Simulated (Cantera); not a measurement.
A closed system holds: 1 mol BF₃, 100 mol H₂, 1.3 mol N₂, equilibrated at 1523.15 K and 0.000660 bar.

Equilibrium computed with Cantera from the NASA thermochemical tables; the gas is ideal and each condensed phase is pure. Candidate condensed phases: B, BN; 31 gas species. The tables' values for BF₂ are old estimates; treat these amounts as uncertain. Equilibrium is a limit: real reactors are often held back by kinetics, nucleation or transport.

Base state: H₂ 0.970, N₂ 0.0121, HF 0.00847, BF₃ 0.00501, BF₂ 0.00166, BF 0.00139, H 0.000888, BHF₂ 0.000509 (mole fractions); condensed: BN(s).

Task: What changes in the equilibrium state with this change: pressure from 0.000660 bar to 0.000160 bar?

Result: 
```
species       before     after
----------  --------  --------
H₂             0.970     0.966
N₂            0.0121    0.0126
HF           0.00847   0.00943
BF           0.00139   0.00342
BF₃          0.00501   0.00372
H           0.000888   0.00180
BHF₂        0.000509  0.000338
BN(s), mol     0.120         0
```

Task: What changes in the equilibrium state with this change: pressure from 0.000660 bar to 0.000390 bar?

Result: 
| species | before | after |
|---|---|---|
| H₂ | 0.970 | 0.969 |
| N₂ | 0.0121 | 0.0125 |
| HF | 0.00847 | 0.00825 |
| BF | 0.00139 | 0.00226 |
| BF₃ | 0.00501 | 0.00457 |
| H | 0.000888 | 0.00115 |
| BF₂ | 0.00166 | 0.00202 |
| BHF₂ | 0.000509 | 0.000476 |
| BN(s), mol | 0.120 | 0.0424 |
